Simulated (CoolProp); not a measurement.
Vapour-liquid equilibrium of ethane (1) + n-pentane (2) at 0.214 MPa; x and y are mole fractions of (1).

Computed with CoolProp (multi-fluid Helmholtz-energy mixture model, Bücker 2006 and Thol 2019; pair parameters Kunz 2012).

```json
[
 {"x": "0.05", "bubble temperature, mixture model (K)": "295.1", "bubble temperature, Raoult's law (K)": "288.3", "y, mixture model": "0.714", "y, Raoult's law": "0.792"},
 {"x": "0.2", "bubble temperature, mixture model (K)": "242.0", "bubble temperature, Raoult's law (K)": "242.7", "y, mixture model": "0.980", "y, Raoult's law": "0.981"},
 {"x": "0.35", "bubble temperature, mixture model (K)": "224.2", "bubble temperature, Raoult's law (K)": "225.9", "y, mixture model": "0.995", "y, Raoult's law": "0.995"},
 {"x": "0.5", "bubble temperature, mixture model (K)": "214.9", "bubble temperature, Raoult's law (K)": "216.2", "y, mixture model": "0.998", "y, Raoult's law": "0.998"},
 {"x": "0.65", "bubble temperature, mixture model (K)": "209.0", "bubble temperature, Raoult's law (K)": "209.6", "y, mixture model": "0.999", "y, Raoult's law": "0.999"},
 {"x": "0.8", "bubble temperature, mixture model (K)": "204.6", "bubble temperature, Raoult's law (K)": "204.7", "y, mixture model": "1.000", "y, Raoult's law": "1.000"},
 {"x": "0.95", "bubble temperature, mixture model (K)": "200.8", "bubble temperature, Raoult's law (K)": "200.8", "y, mixture model": "1.000", "y, Raoult's law": "1.000"}
]
```

The largest gap from Raoult's law is +6.8 K in bubble temperature, at x = 0.05. No azeotrope shows between x = 0.05 and 0.95.

The pair parameters rest on a limited set of measurements; away from them the model extrapolates. The gap from Raoult's law changes sign with composition, which may be real or a fault of the pair parameters; it wasn't checked against measurements.
